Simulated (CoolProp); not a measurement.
Values from CoolProp's reference Helmholtz-energy equation of state, Span 2003. It is a short technical equation, of lower accuracy than the large ones.

Problem. For n-heptane, give the phase and the cp (kJ/(kg K)), viscosity (µPa s) at 189.75 °C and 0.101 MPa.

Solution. 
- 189.75 °C and 0.101 MPa: gas; cp 2.39, viscosity 9.05

Viscosity comes from a separate model (Michailidou 2014).
